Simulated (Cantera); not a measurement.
What does this Cantera script print?

```python
import numpy as np
import cantera as ct

gas = ct.Solution("gri30.yaml")
gas.TPX = 400, 500000, {'CH4': 1, 'C2H6': 0.23, 'O2': 1.65, 'N2': 6.2, 'H2O': 2.7, 'CO2': 0.23}
inlet = ct.Reservoir(gas, clone=True)
gas.equilibrate("HP")  # start burning
reactor = ct.IdealGasConstPressureReactor(gas, energy="on", clone=False)
exhaust = ct.Reservoir(gas, clone=True)
tau = [0.08, 0.026, 0.0086, 0.0028, 0.00092, 0.0003, 9.9e-05, 3.2e-05, 1.1e-05][0]
for a, b in ((inlet, reactor), (reactor, exhaust)):
    ct.MassFlowController(a, b, mdot=lambda t: reactor.mass / tau)
net = ct.ReactorNet([reactor])
show = ['CH4', 'C2H6', 'O2', 'CH2CO', 'CH2O', 'N2O', 'H2O']

rows = []
print(f"{'tau/s':>10s}{'T/K':>9s}" + "".join(f"{s:>11s}" for s in show))
for tau in [0.08, 0.026, 0.0086, 0.0028, 0.00092, 0.0003, 9.9e-05, 3.2e-05, 1.1e-05]:
    net.initial_time = 0.0
    net.advance(30 * tau)
    before = gas.X
    net.advance(40 * tau)
    drift = np.max(np.abs(gas.X - before) / (gas.X + 1e-9))
    rows.append([gas.T, *gas[show].X, drift])
    print(f"{tau:10.3e}{gas.T:9.1f}" + "".join(f"{x:11.3e}" for x in gas[show].X))
```

It prints:

```
     tau/s      T/K        CH4       C2H6         O2      CH2CO       CH2O        N2O        H2O
 8.000e-02   1590.5  1.622e-02  7.810e-05  2.321e-03  8.313e-05  2.123e-05  5.017e-09  3.346e-01
 2.600e-02   1562.7  1.702e-02  1.856e-04  4.990e-03  1.908e-04  5.146e-05  1.340e-08  3.349e-01
 8.600e-03   1499.7  1.892e-02  4.893e-04  1.117e-02  4.270e-04  1.593e-04  3.583e-08  3.319e-01
 2.800e-03    400.0  8.326e-02  1.915e-02  1.374e-01  4.642e-17  1.541e-16  1.971e-21  2.248e-01
 9.200e-04    400.0  8.326e-02  1.915e-02  1.374e-01 -1.230e-21 -4.083e-21 -5.221e-26  2.248e-01
 3.000e-04    400.0  8.326e-02  1.915e-02  1.374e-01 -7.768e-23 -2.579e-22 -3.298e-27  2.248e-01
 9.900e-05    400.0  8.326e-02  1.915e-02  1.374e-01 -4.907e-24 -1.629e-23 -2.083e-28  2.248e-01
 3.200e-05    400.0  8.326e-02  1.915e-02  1.374e-01 -3.100e-25 -1.029e-24 -1.316e-29  2.248e-01
 1.100e-05    400.0  8.326e-02  1.915e-02  1.374e-01 -1.958e-26 -6.501e-26 -8.311e-31  2.248e-01
```

Detailed kinetics in Cantera: GRI-Mech 3.0 (53 species, 325 reactions).
